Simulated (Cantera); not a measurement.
Gas mixture: NH3 : C2H2 : CH4 = 0.36 : 0.68 : 0.69 (molar parts), at 10.0 bar, frozen composition.

Cantera's kinetic-theory transport with the Lennard-Jones parameters of GRI-Mech 3.0, ideal gas; thermal conductivity in the mixture-averaged form. Polar gases are described roughly by these parameters. The composition is frozen, though it would react at the higher temperatures.

One state of this run: ρ (kg/m³) = 3.03; cp (J/kg/K) = 3029; μ (µPa s) = 24.4; λ (mW/m/K) = 104; Pr = 0.712; D (cm²/s) H2 = 0.377; D (cm²/s) NH3 = 0.122; D (cm²/s) H2O = 0.131. D: mixture-averaged diffusion coefficient of that species in the mixture.

**Question.** Which value of T (K) does it belong to?
(A) 1600
(B) 1200
(C) 1800
(D) 800

**Answer.** D, 800
